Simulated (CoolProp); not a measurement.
Properties of trans-2-butene along the isobar 4830 kPa (Tc = 155.5 °C, pc = 4019 kPa, ω = 0.210).

Values from CoolProp's reference Helmholtz-energy equation of state, Lemmon 2005. It is a short technical equation, of lower accuracy than the large ones.

| T (°C) | phase | cv (kJ/(kg K)) | Joule-Thomson coefficient (K/MPa) | expansivity (1/kK) |
|---|---|---|---|---|
| 103.35 | liquid | 1.868 | 0.1799 | 3.326 |
| 115.65 | liquid | 1.913 | 0.3756 | 3.931 |
| 128.05 | liquid | 1.962 | 0.6804 | 4.904 |
| 140.45 | liquid | 2.016 | 1.223 | 6.740 |
| 152.85 | liquid | 2.085 | 2.506 | 11.79 |
| 165.25 | supercritical | 2.243 | 9.111 | 63.38 |
| 177.55 | supercritical | 2.222 | 12.79 | 23.83 |
| 189.95 | supercritical | 2.196 | 10.84 | 12.51 |
| 202.35 | supercritical | 2.199 | 9.322 | 8.796 |
| 214.75 | supercritical | 2.214 | 8.172 | 6.914 |
| 227.05 | supercritical | 2.236 | 7.274 | 5.768 |
| 239.45 | supercritical | 2.262 | 6.539 | 4.980 |
| 251.85 | supercritical | 2.290 | 5.929 | 4.406 |
